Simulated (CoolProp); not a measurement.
The numbers come from the reference Helmholtz-energy equation of state, McLinden 2020 in CoolProp.

Q: Give the vapour pressure (MPa), liquid density (kg/m³), liquid cp (kJ/(kg K)), vapour Z of saturated R1336mzz(Z) at 304.2, 340.8 K.

A: 
```json
[
 {"T (K)": "304.2", "p (MPa)": "0.0927", "liquid density (kg/m³)": "1350", "liquid cp (kJ/(kg K))": "1.23", "vapour Z": "0.951"},
 {"T (K)": "340.8", "p (MPa)": "0.306", "liquid density (kg/m³)": "1250", "liquid cp (kJ/(kg K))": "1.31", "vapour Z": "0.889"}
]
```
